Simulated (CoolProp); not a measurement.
The fluid at 480.56 K and 0.608 MPa flows at 0.055 m/s in a round tube of 12.7 mm bore and 1.5 µm roughness, fully developed (64/Re and Nu = 3.66 if laminar; Colebrook and Gnielinski if turbulent). The same conditions are run with several fluids, on thermodynamics alone (safety and materials aside).

Model: reference Helmholtz-energy equation of state of each fluid (sulfur hexafluoride: Guder 2009; R125: Lemmon 2005; R404A: Lemmon 2003; R123: Younglove 1994; methane: Setzmann 1991), in CoolProp. Blends and air are pseudo-pure fits.

**Question.** Rank sulfur hexafluoride, R125, R404A, R123, methane by Reynolds number, highest first.

**Answer.** R123 (1020), sulfur hexafluoride (677), R125 (642), R404A (544), methane (103)

| fluid | Darcy friction factor | pressure drop (Pa/m) | heat-transfer coefficient (W/(m² K)) | mass flow (kg/h) |
|---|---|---|---|---|
| sulfur hexafluoride | 0.0945 | 0.253 | 7.75 | 0.564 |
| R125 | 0.0997 | 0.220 | 8.46 | 0.465 |
| R404A | 0.118 | 0.212 | 7.85 | 0.379 |
| R123 | 0.0627 | 0.183 | 5.80 | 0.614 |
| methane | 0.620 | 0.180 | 18.7 | 0.0613 |

Transport values come from each fluid's own correlations.
